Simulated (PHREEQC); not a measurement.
TMAH is added in steps, without added water, to 1 kg of water holding 9.7 mmol/kgw CuCl2 and 29 mmol/kgw H2SO4, at 25 °C. Oxygen is held at 0.21 atm. CO2 from the air is kept out. The run lets Tenorite, Brochantite, Antlerite, Atacamite, Chalcanthite precipitate or redissolve, and no other solid.

Base run: PHREEQC, ion-association model, wateq4f.dat. Each further column changes one thing. The table gives pH.

```tsv
TMAH added (mol)	base	all activity coefficients set to 1	Debye-Hückel limiting law	Davies equation for every ion
0	1.46	1.41	1.51	1.48
0.007167	1.53	___	1.57	1.55
0.01433	1.61	1.57	1.65	1.63
0.0215	1.70	___	1.74	1.72
0.02867	1.82	1.81	1.84	1.83
0.03583	1.96	1.97	1.98	1.97
0.043	2.15	___	2.16	2.16
0.05017	2.45	___	2.45	2.47
0.05733	3.55	___	3.54	3.56
0.0645	4.80	4.80	4.94	4.82
0.07167	5.48	___	5.59	5.50
0.07883	11.03	11.16	10.99	11.05
0.086	11.81	___	11.76	11.82
```

What belongs in the gaps?


- 0.007167, all activity coefficients set to 1: 1.49
- 0.0215, all activity coefficients set to 1: 1.68
- 0.043, all activity coefficients set to 1: 2.19
- 0.05017, all activity coefficients set to 1: 2.53
- 0.05733, all activity coefficients set to 1: 3.66
- 0.07167, all activity coefficients set to 1: 5.64
- 0.086, all activity coefficients set to 1: 11.93

(CH3)4N+ isn't in the database: it is added as a free cation with an ion size of 4 Å. The database's constant for dissolved Cu(OH)2 is higher than later reviews accept.
